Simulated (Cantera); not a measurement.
An isothermal, constant-pressure homogeneous reactor starts with C2H6 : N2 = 1 : 9.6 (molar parts), at 1823 K and 525 Torr. Integrator tolerance rtol = 1e-08.

Detailed kinetics in Cantera: GRI-Mech 3.0 (53 species, 325 reactions). GRI-Mech 3.0 stops at C3 and has no aromatics, soot or wall deposition, so with more carbon than oxygen in the feed, carbon stays in small species such as C2H2 where larger ones or solid carbon would form.

Problem. What does this change do: pressure from 525 Torr to 0.0825 Torr?

Solution. 
```tsv
quantity	before	after
x(C2H6) at 50.0 s	2.18e-8 (gas-phase equilibrium 8.92e-9)	8.78e-9 (gas-phase equilibrium <1e-12)
x(H2) at 50.0 s	0.158 (gas-phase equilibrium 0.158)	0.156 (gas-phase equilibrium 0.149)
x(H) at 50.0 s	0.000207 (gas-phase equilibrium 0.000207)	0.00118 (gas-phase equilibrium 0.0161)
x(HCN) at 50.0 s	0.000368 (gas-phase equilibrium 0.0943)	5.52e-5 (gas-phase equilibrium 0.0937)
x(C2H) at 50.0 s	9.96e-7 (gas-phase equilibrium 4.04e-7)	5.70e-6 (gas-phase equilibrium 3.29e-5)
```
Radical loss at walls, strong at low pressure, is not modelled.

Problem. What does this change do: pressure from 525 Torr to 100.0 Torr?

Solution. 
```
quantity                                              before                                      after
-----------------  -----------------------------------------  -----------------------------------------
x(C2H6) at 50.0 s    2.18e-8 (gas-phase equilibrium 8.92e-9)  7.80e-10 (gas-phase equilibrium 3.26e-10)
x(H2) at 50.0 s          0.158 (gas-phase equilibrium 0.158)        0.158 (gas-phase equilibrium 0.158)
x(H) at 50.0 s     0.000207 (gas-phase equilibrium 0.000207)  0.000475 (gas-phase equilibrium 0.000476)
x(HCN) at 50.0 s     0.000368 (gas-phase equilibrium 0.0943)    0.000187 (gas-phase equilibrium 0.0945)
x(C2H) at 50.0 s     9.96e-7 (gas-phase equilibrium 4.04e-7)    2.29e-6 (gas-phase equilibrium 9.27e-7)
```
